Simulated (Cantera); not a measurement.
A Cantera script and what it prints.

```python
import numpy as np
import cantera as ct

gas_names = """
    CH4 C6H6
""".split()
cond_names = """
    C(gr)
""".split()


def load(file, names, dense=False):
    # The tables refer to 1 bar. Condensed volumes are neglected.
    table = {s.name: s for s in ct.Species.list_from_file(file)}
    out = []
    for n in names:
        d = dict(table[n].input_data)
        d["thermo"] = dict(d["thermo"], **{"reference-pressure": 1e5})
        if dense:
            d["equation-of-state"] = {"model": "constant-volume", "density": "1e6 g/cm^3"}
        out.append(ct.Species.from_dict(d))
    return out


species = {s.name: s for s in load("nasa_gas.yaml", gas_names) + load("nasa_condensed.yaml", cond_names)}
# Each term lists the table entries of one substance; the one whose range holds T is used.
reactions = {
    '3 CH4(g) + 9 C = 2 C6H6(g)':
        [(-3, ['CH4']), (-9, ['C(gr)']), (2, ['C6H6'])],
}


def pick(names, T):
    return next(species[n] for n in names if species[n].thermo.min_temp <= T <= species[n].thermo.max_temp)


results = []
for label, terms in reactions.items():
    print(label)
    print("     T/K   dH/kJ  dS/(J/K)   dG/kJ   log10 K")
    for T in [300, 1525, 1625, 1725, 1825, 1925, 2025, 2125, 2225]:
        used = [(nu, pick(names, T)) for nu, names in terms]
        dH = sum(nu * s.thermo.h(T) for nu, s in used) / 1e6
        dS = sum(nu * s.thermo.s(T) for nu, s in used) / 1e3
        dG = dH - T * dS / 1e3
        logK = -dG * 1e6 / (ct.gas_constant * T * np.log(10))
        results.append((label, T, dH, dS, dG, logK, [s.name for _, s in used]))
        print(f"{T:8g} {dH:8.1f} {dS:8.1f} {dG:8.1f} {logK:8.2f}")
```

It prints:

```
3 CH4(g) + 9 C = 2 C6H6(g)
     T/K   dH/kJ  dS/(J/K)   dG/kJ   log10 K
     300    389.5    -72.5    411.3   -71.61
    1525    393.9    -68.6    498.5   -17.07
    1625    393.4    -68.9    505.4   -16.24
    1725    392.8    -69.3    512.3   -15.51
    1825    392.0    -69.7    519.2   -14.86
    1925    391.0    -70.3    526.2   -14.28
    2025    389.8    -70.9    533.3   -13.76
    2125    388.4    -71.5    540.4   -13.28
    2225    386.8    -72.3    547.6   -12.85
```

Source: NASA polynomial tables (part measured, part estimated), evaluated in Cantera. Condensed species are held in their standard states even where they would react or evaporate.
